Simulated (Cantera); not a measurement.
Feed: 1 mol HI, 4.2 mol H2, 38 mol N2, at 2450 °C and 10.0 Torr.

Equilibrium computed with Cantera from the NASA thermochemical tables; the gas is ideal and each condensed phase is pure. Candidate condensed phases: I2; 12 gas species. Equilibrium is a limit: real reactors are often held back by kinetics, nucleation or transport.

Base state: N2 0.820, H 0.113, H2 0.0447, I 0.0215, HI 7.96e-5, N 1.53e-5 (mole fractions); condensed: gas only.

### Question
What changes in the equilibrium state with this change: temperature from 2450 °C to 525 °C?

### Answer
```tsv
species	before	after
N2	0.820	0.879
H2	0.0447	0.0976
HI	7.96e-5	0.0224
H	0.113	<1e-9
I	0.0215	0.000506
N	1.53e-5	<1e-9
I2	1.45e-8	0.000119
```

### Question
What changes in the equilibrium state with this change: H2 from 4.2 to 0.74 mol?

### Answer
```json
[
 {"species": "N2", "before": "0.820", "after": "0.923"},
 {"species": "H", "before": "0.113", "after": "0.0457"},
 {"species": "I", "before": "0.0215", "after": "0.0242"},
 {"species": "H2", "before": "0.0447", "after": "0.00725"},
 {"species": "HI", "before": "7.96e-5", "after": "3.62e-5"},
 {"species": "N", "before": "1.53e-5", "after": "1.62e-5"}
]
```
